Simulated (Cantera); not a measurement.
## Formation from one mole of O₂

Cantera with NASA thermochemical tables; ideal gases at 1 bar, condensed phases pure. Values are per mole of reaction as written; species without (g) are pure solids or liquids, kept so even where they would boil at 1 bar.

2 Si + O₂(g) = 2 SiO(g)

```json
[
 {"T (K)": "300", "ΔH° (kJ)": "-200.9", "ΔS° (J/K)": "180.3", "ΔG° (kJ)": "-255.0", "log10 K": "44.39"},
 {"T (K)": "900", "ΔH° (kJ)": "-209.2", "ΔS° (J/K)": "165.6", "ΔG° (kJ)": "-358.2", "log10 K": "20.79"},
 {"T (K)": "950", "ΔH° (kJ)": "-210.0", "ΔS° (J/K)": "164.7", "ΔG° (kJ)": "-366.5", "log10 K": "20.15"},
 {"T (K)": "1000", "ΔH° (kJ)": "-210.8", "ΔS° (J/K)": "163.9", "ΔG° (kJ)": "-374.7", "log10 K": "19.57"},
 {"T (K)": "1050", "ΔH° (kJ)": "-211.7", "ΔS° (J/K)": "163.1", "ΔG° (kJ)": "-382.9", "log10 K": "19.05"},
 {"T (K)": "1100", "ΔH° (kJ)": "-212.5", "ΔS° (J/K)": "162.3", "ΔG° (kJ)": "-391.0", "log10 K": "18.57"},
 {"T (K)": "1150", "ΔH° (kJ)": "-213.4", "ΔS° (J/K)": "161.5", "ΔG° (kJ)": "-399.1", "log10 K": "18.13"},
 {"T (K)": "1200", "ΔH° (kJ)": "-214.3", "ΔS° (J/K)": "160.8", "ΔG° (kJ)": "-407.2", "log10 K": "17.72"},
 {"T (K)": "1250", "ΔH° (kJ)": "-215.2", "ΔS° (J/K)": "160.0", "ΔG° (kJ)": "-415.2", "log10 K": "17.35"}
]
```

4 Al + O₂(g) = 2 Al₂O(g)

| T (K) | ΔH° (kJ) | ΔS° (J/K) | ΔG° (kJ) | log10 K | condensed phases |
|---|---|---|---|---|---|
| 300 | -290.4 | 186.2 | -346.3 | 60.29 | Al(s) |
| 900 | -308.3 | 155.4 | -448.2 | 26.01 | Al(s) |
| 950 | -353.4 | 107.1 | -455.2 | 25.03 | Al(l) |
| 1000 | -355.5 | 105.0 | -460.5 | 24.05 | Al(l) |
| 1050 | -357.5 | 103.0 | -465.7 | 23.17 | Al(l) |
| 1100 | -359.5 | 101.2 | -470.8 | 22.35 | Al(l) |
| 1150 | -361.5 | 99.4 | -475.8 | 21.61 | Al(l) |
| 1200 | -363.5 | 97.6 | -480.7 | 20.92 | Al(l) |
| 1250 | -365.6 | 96.0 | -485.5 | 20.29 | Al(l) |

C + O₂(g) = CO₂(g)

```tsv
T (K)	ΔH° (kJ)	ΔS° (J/K)	ΔG° (kJ)	log10 K
300	-393.5	2.9	-394.4	68.67
900	-394.4	1.5	-395.7	22.97
950	-394.5	1.4	-395.8	21.76
1000	-394.6	1.2	-395.9	20.68
1050	-394.7	1.1	-395.9	19.70
1100	-394.8	1.0	-396.0	18.80
1150	-394.9	0.9	-396.0	17.99
1200	-395.0	0.9	-396.1	17.24
1250	-395.1	0.8	-396.1	16.55
```
